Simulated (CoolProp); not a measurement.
A single-stage vapour-compression cycle with the fluid: evaporating at 196.15 K (dew point), condensing at 236.15 K (bubble point), superheat 0 K, subcooling 5 K, compressor efficiency 0.75, no pressure losses. The same conditions are run with several fluids, on thermodynamics alone (safety and materials aside).

Computed with CoolProp (reference Helmholtz-energy equation of state of each fluid (R143a: Lemmon and Jacobsen 2000; R115: Lemmon 2016; ethylene: Smukala 2000; propane: Lemmon 2009; C2F6 (R116): Lemmon 2006; R13: Platzer 1990)). The equations of Platzer and Polt are older, rougher fits.

| fluid | cooling COP | pressure ratio | discharge temperature (K) | refrigerating effect (kJ/kg) | volumetric capacity (kJ/m³) |
|---|---|---|---|---|---|
| R143a | 3.25 | 8.36 | 276.4 | 201 | (withheld) |
| R115 | 3.22 | 8.80 | 252.7 | 107 | 130 |
| ethylene | 2.98 | 4.09 | (withheld) | 346 | 2530 |
| propane | 3.28 | (withheld) | 280.9 | 383 | 166 |
| C2F6 (R116) | (withheld) | 5.60 | 246.2 | 81.6 | (withheld) |
| R13 | 3.13 | 5.24 | 269.2 | 114 | 982 |

Task: What belongs in the gaps?

Result: 
- R143a, volumetric capacity (kJ/m³): 202
- ethylene, discharge temperature (K): 290.8
- propane, pressure ratio: 7.96
- C2F6 (R116), cooling COP: 3.01
- C2F6 (R116), volumetric capacity (kJ/m³): 778
